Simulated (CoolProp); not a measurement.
A single-stage vapour-compression cycle with the fluid: evaporating at 232.15 K (dew point), condensing at 276.15 K (bubble point), superheat 2 K, subcooling 0 K, compressor efficiency 0.75, no pressure losses. The same conditions are run with several fluids, on thermodynamics alone (safety and materials aside).

Model: reference Helmholtz-energy equation of state of each fluid (R143a: Lemmon and Jacobsen 2000; CH3F (R41): Lemmon 2006; sulfur hexafluoride: Guder 2009; vinyl chloride: Thol 2022; R142b: Lemmon 2006; isobutene: Lemmon 2005), in CoolProp.

```csv
fluid,cooling COP,pressure ratio,discharge temperature (K),refrigerating effect (kJ/kg),volumetric capacity (kJ/m³)
R143a,…,5.03,301.0,161,998
CH3F (R41),3.02,…,341.6,327,3580
sulfur hexafluoride,2.84,…,…,66.4,1790
vinyl chloride,…,…,346.1,313,290
R142b,3.39,7.16,308.2,188,…
isobutene,3.39,6.92,303.0,329,…
```

Task: Complete the blanks.

Result: 
- R143a, cooling COP: 3.20
- CH3F (R41), pressure ratio: 4.00
- sulfur hexafluoride, pressure ratio: 4.14
- sulfur hexafluoride, discharge temperature (K): 286.1
- vinyl chloride, cooling COP: 3.40
- vinyl chloride, pressure ratio: 6.77
- R142b, volumetric capacity (kJ/m³): 223
- isobutene, volumetric capacity (kJ/m³): 205
